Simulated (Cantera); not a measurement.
A freely propagating, adiabatic, planar premixed flame of 7.26 % C₂H₆, 18.1 % O₂, 68.2 % N₂, 6.39 % H₂O, equivalence ratio 1.4, unburnt at 373 K and 6680 Torr; mixture-averaged transport, grid criteria slope 0.08 and curve 0.16, no radiation.

Detailed kinetics in Cantera: GRI-Mech 3.0 (53 species, 325 reactions). Burning velocities carry a grid error of a few per cent, more on coarse grids.

### Question
Predict: laminar burning velocity; thermal thickness; peak x(HCO); peak x(CH₂O); peak x(H).

### Answer
- laminar burning velocity: 14.4 cm/s
- thermal thickness: 0.129 mm
- peak x(HCO): 6.19e-6
- peak x(CH₂O): 0.00150
- peak x(H): 0.000511
